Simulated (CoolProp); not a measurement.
Vapour-liquid equilibrium of CHF3 (R23) (1) + C2F6 (R116) (2) at 0.966 MPa; x and y are mole fractions of (1).

The numbers come from the multi-fluid Helmholtz-energy mixture model, Penoncello 2003 and Lemmon 2006; pair parameters Bell 2016 in CoolProp.

### Question
Give the bubble temperature and the first vapour's composition at x = 0.15, 0.85, 0.95. Is there an azeotrope?

### Answer
x = 0.15: -30.7 °C, y = 0.289; x = 0.85: -35.1 °C, y = 0.781; x = 0.95: -33.0 °C, y = 0.908. y crosses x between x = 0.55 and 0.65: the model has an azeotrope there.

The pair parameters rest on a limited set of measurements; away from them the model extrapolates.
